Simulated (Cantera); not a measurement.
Stirred combustor or abatement burner

A perfectly stirred reactor is fed with 8.50 % CH₄, 0.272 % H₂, 15.6 % O₂, 75.7 % N₂, at 750 Torr; it is adiabatic with a 625 K inlet, and is followed from long to short residence time, starting on the burning branch (τ in s: 0.29, 0.14, 0.063, 0.03, 0.014, 0.0065, 0.003, 0.0014, 0.00067, 0.00031, 0.00015, 6.9e-05).

Detailed kinetics in Cantera: GRI-Mech 3.0 (53 species, 325 reactions).

```csv
τ (s),T (K),x CH₄,x H₂,x O₂,x C₂H₆,x HCO,x OH,x O
0.29,2181,3.07e-6,0.0109,0.000562,5.17e-12,1.57e-8,0.00161,8.55e-5
0.14,2174,4.83e-6,0.0111,0.000791,1.29e-11,2.84e-8,0.00190,0.000121
0.063,2163,7.70e-6,0.0115,0.00119,3.16e-11,5.69e-8,0.00234,0.000187
0.030,2149,1.18e-5,0.0120,0.00177,6.89e-11,1.11e-7,0.00285,0.000288
0.014,2128,1.87e-5,0.0127,0.00261,1.52e-10,2.21e-7,0.00347,0.000450
0.0065,2100,3.05e-5,0.0137,0.00374,3.43e-10,4.46e-7,0.00416,0.000694
0.0030,2065,5.16e-5,0.0149,0.00519,8.29e-10,9.06e-7,0.00486,0.00103
0.0014,2024,9.06e-5,0.0162,0.00692,2.19e-9,1.82e-6,0.00547,0.00146
0.00067,1980,0.000165,0.0174,0.00891,6.41e-9,3.60e-6,0.00588,0.00191
0.00031,1929,0.000335,0.0187,0.0116,2.45e-8,7.44e-6,0.00599,0.00230
0.00015,1875,0.000744,0.0197,0.0157,1.27e-7,1.53e-5,0.00554,0.00237
6.9e-5,625,0.0850,0.00272,0.156,<1e-12,<1e-12,<1e-12,<1e-12
```
x: mole fraction; the columns are a selection and need not sum to one.
